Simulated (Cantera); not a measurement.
Source: NASA polynomial tables (part measured, part estimated), evaluated in Cantera. Values are per mole of reaction as written; species without (g) are pure solids or liquids, kept so even where they would boil at 1 bar. The tables' values for BOCl are old estimates.

Q: Between 2298 and 2698 K, where is each reaction favourable under standard conditions?
- 8 Cl(g) + 2 BN + BOCl(g) → 3 BCl₃(g) + N₂O(g)

A: 
- 8 Cl(g) + 2 BN + BOCl(g) → 3 BCl₃(g) + N₂O(g): ΔG° is -52 kJ at 2298 K and 172 kJ at 2698 K; it changes sign between 2298 and 2398 K. ΔH° is -1342 kJ and ΔS° -561 J/K at 2698 K.
